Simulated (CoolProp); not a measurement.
Saturation properties of R142b.

Values from CoolProp's reference Helmholtz-energy equation of state, Lemmon 2006. It is a short technical equation, of lower accuracy than the large ones.

```json
[
 {"T (K)": "200.2", "p (MPa)": "0.002803", "vapour density (kg/m³)": "[?]", "liquid cp (kJ/(kg K))": "1.130", "surface tension (mN/m)": "24.8"},
 {"T (K)": "211.4", "p (MPa)": "[?]", "vapour density (kg/m³)": "0.3645", "liquid cp (kJ/(kg K))": "1.144", "surface tension (mN/m)": "23.2"},
 {"T (K)": "222.7", "p (MPa)": "0.01310", "vapour density (kg/m³)": "0.7180", "liquid cp (kJ/(kg K))": "1.160", "surface tension (mN/m)": "21.6"},
 {"T (K)": "234", "p (MPa)": "0.02494", "vapour density (kg/m³)": "1.309", "liquid cp (kJ/(kg K))": "1.177", "surface tension (mN/m)": "20.0"},
 {"T (K)": "245.3", "p (MPa)": "0.04431", "vapour density (kg/m³)": "2.236", "liquid cp (kJ/(kg K))": "1.197", "surface tension (mN/m)": "18.4"},
 {"T (K)": "256.6", "p (MPa)": "[?]", "vapour density (kg/m³)": "3.617", "liquid cp (kJ/(kg K))": "[?]", "surface tension (mN/m)": "16.9"},
 {"T (K)": "267.8", "p (MPa)": "0.1178", "vapour density (kg/m³)": "5.571", "liquid cp (kJ/(kg K))": "1.240", "surface tension (mN/m)": "15.4"},
 {"T (K)": "279.1", "p (MPa)": "0.1798", "vapour density (kg/m³)": "[?]", "liquid cp (kJ/(kg K))": "1.266", "surface tension (mN/m)": "13.9"},
 {"T (K)": "290.4", "p (MPa)": "0.2643", "vapour density (kg/m³)": "11.95", "liquid cp (kJ/(kg K))": "1.293", "surface tension (mN/m)": "12.4"},
 {"T (K)": "301.7", "p (MPa)": "0.3762", "vapour density (kg/m³)": "[?]", "liquid cp (kJ/(kg K))": "1.324", "surface tension (mN/m)": "11.0"},
 {"T (K)": "313", "p (MPa)": "0.5206", "vapour density (kg/m³)": "22.98", "liquid cp (kJ/(kg K))": "1.358", "surface tension (mN/m)": "9.58"},
 {"T (K)": "324.2", "p (MPa)": "0.7011", "vapour density (kg/m³)": "30.88", "liquid cp (kJ/(kg K))": "1.397", "surface tension (mN/m)": "[?]"},
 {"T (K)": "335.5", "p (MPa)": "0.9267", "vapour density (kg/m³)": "41.00", "liquid cp (kJ/(kg K))": "1.444", "surface tension (mN/m)": "6.92"}
]
```

Some entries are withheld; supply them.


- 200.2, vapour density (kg/m³): 0.1698
- 211.4, p (MPa): 0.006338
- 256.6, p (MPa): 0.07423
- 256.6, liquid cp (kJ/(kg K)): 1.218
- 279.1, vapour density (kg/m³): 8.291
- 301.7, vapour density (kg/m³): 16.76
- 324.2, surface tension (mN/m): 8.24

It boils at 264.0 K under 1 atm.

Surface tension comes from a separate correlation (Mulero 2012).
